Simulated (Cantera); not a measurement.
# Formation from one mole of O2

Cantera with NASA thermochemical tables; ideal gases at 1 bar, condensed phases pure. Values are per mole of reaction as written; species without (g) are pure solids or liquids, kept so even where they would boil at 1 bar.

2 C + O2(g) ⇌ 2 CO(g)

| T (K) | ΔH° (kJ) | ΔS° (J/K) | ΔG° (kJ) | log10 K |
|---|---|---|---|---|
| 1300 | -227.7 | 173.3 | -453.0 | 18.20 |
| 1325 | -228.1 | 173.1 | -457.4 | 18.03 |
| 1350 | -228.4 | 172.8 | -461.7 | 17.86 |
| 1375 | -228.7 | 172.6 | -466.0 | 17.70 |
| 1400 | -229.1 | 172.3 | -470.3 | 17.55 |
| 1425 | -229.4 | 172.1 | -474.6 | 17.40 |
| 1450 | -229.8 | 171.9 | -478.9 | 17.25 |
| 1475 | -230.1 | 171.6 | -483.2 | 17.11 |
| 1500 | -230.4 | 171.4 | -487.5 | 16.98 |
| 1525 | -230.8 | 171.2 | -491.8 | 16.84 |

4 Al + O2(g) ⇌ 2 Al2O(g)

```tsv
T (K)	ΔH° (kJ)	ΔS° (J/K)	ΔG° (kJ)	log10 K
1300	-367.6	94.4	-490.3	19.70
1325	-368.6	93.6	-492.7	19.42
1350	-369.6	92.9	-495.0	19.15
1375	-370.6	92.2	-497.3	18.89
1400	-371.6	91.4	-499.6	18.64
1425	-372.6	90.7	-501.9	18.40
1450	-373.6	90.0	-504.1	18.16
1475	-374.6	89.3	-506.4	17.93
1500	-375.6	88.6	-508.6	17.71
1525	-376.6	88.0	-510.8	17.50
```

Zr + O2(g) ⇌ ZrO2(g)

```
T (K)  ΔH° (kJ)  ΔS° (J/K)  ΔG° (kJ)  log10 K
-----  --------  ---------  --------  -------
1300     -297.9       15.4    -317.9    12.77
1325     -298.1       15.2    -318.2    12.55
1350     -298.3       15.1    -318.6    12.33
1375     -298.5       14.9    -319.0    12.12
1400     -298.7       14.8    -319.4    11.92
1425     -298.9       14.6    -319.7    11.72
1450     -299.1       14.5    -320.1    11.53
1475     -299.3       14.3    -320.5    11.35
1500     -299.6       14.2    -320.8    11.17
1525     -299.8       14.0    -321.2    11.00
```

1.333 Ti + O2(g) ⇌ 0.6667 Ti2O3

```tsv
T (K)	ΔH° (kJ)	ΔS° (J/K)	ΔG° (kJ)	log10 K
1300	-999.7	-172.0	-776.1	31.18
1325	-999.1	-171.6	-771.8	30.43
1350	-998.6	-171.2	-767.5	29.70
1375	-998.0	-170.7	-763.2	28.99
1400	-997.4	-170.3	-759.0	28.32
1425	-996.9	-170.0	-754.7	27.66
1450	-996.4	-169.6	-750.5	27.03
1475	-995.8	-169.2	-746.2	26.43
1500	-995.3	-168.9	-742.0	25.84
1525	-994.8	-168.6	-737.8	25.27
```
